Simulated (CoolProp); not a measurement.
A simple Rankine cycle with water: condensing at 331.15 K, boiler at 0.825 MPa, turbine inlet 449.9 K, turbine efficiency 0.8, pump efficiency 0.6, no recuperator. Each further row changes one setting.

The numbers come from the reference Helmholtz-energy equation of state, Wagner 2002 in CoolProp.

| case | thermal efficiency (%) | net work (kJ/kg) | heat in (kJ/kg) | turbine exit temperature (K) | volume ratio over the turbine |
|---|---|---|---|---|---|
| as stated | 18.7 | 474 | 2540 | 331.1 | (withheld) |
| turbine inlet 469.9 K | 18.8 | 485 | 2590 | 331.1 | 29.7 |
| condensing temperature 323.15 K | 19.9 | 512 | 2570 | 323.2 | 43.9 |
| boiler pressure 0.577 MPa | 17.1 | (withheld) | 2560 | 331.1 | (withheld) |
| turbine efficiency 0.7 | 16.3 | 415 | 2540 | 331.1 | 31.7 |

Problem. Some entries are withheld; supply them.

Solution. 
- as stated, volume ratio over the turbine: 30.9
- boiler pressure 0.577 MPa, net work (kJ/kg): 437
- boiler pressure 0.577 MPa, volume ratio over the turbine: 21.7

The expansion ends wet for: as stated; turbine inlet 469.9 K; condensing temperature 323.15 K; boiler pressure 0.577 MPa; turbine efficiency 0.7.
